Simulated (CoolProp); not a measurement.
Vapour-liquid equilibrium of hydrogen chloride (1) + n-hexane (2) at 338 kPa; x and y are mole fractions of (1).

Values from CoolProp's multi-fluid Helmholtz-energy mixture model, Thol 2018 and Thol 2019; pair parameters Bell 2016.

Problem. Give the bubble temperature and the first vapour's composition at x = 0.05, 0.65, 0.725. Is there an azeotrope?

Solution. x = 0.05: 295.1 K, y = 0.945; x = 0.65: 219.2 K, y = 1.000; x = 0.725: 218.2 K, y = 1.000. No azeotrope shows between x = 0.05 and 0.95.

The pair parameters rest on a limited set of measurements; away from them the model extrapolates. With so large a gap from Raoult's law the liquid may split in two, which this calculation doesn't test in full.
